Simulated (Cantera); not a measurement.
A perfectly stirred reactor is fed with NO : N2 = 1 : 0.84 (molar parts), at 1.40 bar; it is held at 1900 K, and followed from long to short residence time.

Model: GRI-Mech 3.0 (53 species, 325 reactions), integrated in Cantera.

| quantity | before | after |
|---|---|---|
| x(NO) at τ = 27.0 s | 0.0602 | 0.204 |
| x(O) at τ = 27.0 s | 0.000125 | 1.58e-5 |
| x(O2) at τ = 27.0 s | 0.241 | 0.169 |
| x(NO2) at τ = 27.0 s | 0.000157 | 0.000678 |
| x(N2O) at τ = 27.0 s | 1.89e-6 | 1.63e-5 |
| x(NO) at τ = 0.230 s | 0.457 | 0.527 |
| x(O) at τ = 0.230 s | 5.73e-5 | 4.42e-6 |
| x(O2) at τ = 0.230 s | 0.0429 | 0.00789 |
| x(NO2) at τ = 0.230 s | 0.000531 | 0.000469 |
| x(N2O) at τ = 0.230 s | 9.28e-5 | 0.000110 |

Question: What was changed between the two runs?
A. NO 1 to 6.8 parts
B. temperature 1900 to 2100 K
C. temperature 1900 to 1700 K
D. pressure from 1.40 bar to 10.00 Torr

Answer: C, temperature 1900 to 1700 K
